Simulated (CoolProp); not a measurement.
Vapour-liquid equilibrium of ethanol (1) + acetone (2) at 2060 kPa; x and y are mole fractions of (1).

Model: multi-fluid Helmholtz-energy mixture model, Schroeder 2014 and Lemmon 2006; pair parameters Bell 2016, in CoolProp.

### Question
Give the bubble temperature and the first vapour's composition at x = 0.2, 0.65, 0.8. Is there an azeotrope?

### Answer
x = 0.2: 178.5 °C, y = 0.226; x = 0.65: 177.3 °C, y = 0.628; x = 0.8: 178.7 °C, y = 0.770. y crosses x between x = 0.35 and 0.5: the model has an azeotrope there.

Pair parameters are fitted to limited data, so mixtures are less certain than the pure fluids.
